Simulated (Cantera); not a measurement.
What does this Cantera script print?

```python
import numpy as np
import cantera as ct

gas = ct.Solution("gri30.yaml")


def delay(T, t_max=10):
    gas.TPX = T, 780000, {'CH4': 1, 'CO': 0.087, 'O2': 1.28, 'N2': 4.8}
    reactor = ct.IdealGasConstPressureReactor(gas, clone=False)
    net = ct.ReactorNet([reactor])
    net.rtol, net.atol = 1e-8, 1e-16
    while net.time < t_max:
        t_old, T_old = net.time, reactor.T
        net.step()
        if reactor.T > T + 400:  # ignition: a rise of 400 K
            return t_old + (T + 400 - T_old) / (reactor.T - T_old) * (net.time - t_old)
    return np.nan


taus = []
for T in [1025, 1075, 1125, 1175, 1225, 1275, 1325, 1375, 1425, 1475]:
    taus.append(delay(T))
    print(f"T0 = {T:6g} K   tau = {taus[-1]:.4e} s")
```

Output:

```
T0 =   1025 K   tau = 1.2227e-01 s
T0 =   1075 K   tau = 5.4517e-02 s
T0 =   1125 K   tau = 2.5908e-02 s
T0 =   1175 K   tau = 1.2922e-02 s
T0 =   1225 K   tau = 6.7032e-03 s
T0 =   1275 K   tau = 3.5964e-03 s
T0 =   1325 K   tau = 1.9870e-03 s
T0 =   1375 K   tau = 1.1264e-03 s
T0 =   1425 K   tau = 6.5310e-04 s
T0 =   1475 K   tau = 3.8659e-04 s
```

Model: GRI-Mech 3.0 (53 species, 325 reactions), integrated in Cantera.
